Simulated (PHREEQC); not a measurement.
Model water analysis in mmol/kgw, 19 °C, pH 2.4, pe 11.6:

```
constituent                mmol/kgw
-------------------------  --------
Na                             2.09
K                             0.288
Ca                            0.866
Mg                            0.523
Cl                            0.931
S(6)                           6.06
Al                          0.00401
Cu(2)                         0.103
O(0) (counted as O atoms)   0.00424
```

Na is adjusted to close the charge balance.
Valence states are taken as typed.

Model: ion-association model, wateq4f.dat, run in PHREEQC.

This is a speciation only: nothing precipitates in the calculation.

Problem. Predict the ionic strength.

Solution. ionic strength 0.0169 mol/kgw.

Problem. In which forms is Ca present?

Solution. Ca+2 75 %, CaSO4 24 %, CaHSO4+ 0.6 % of the Ca.

Species that the database lacks are ignored.
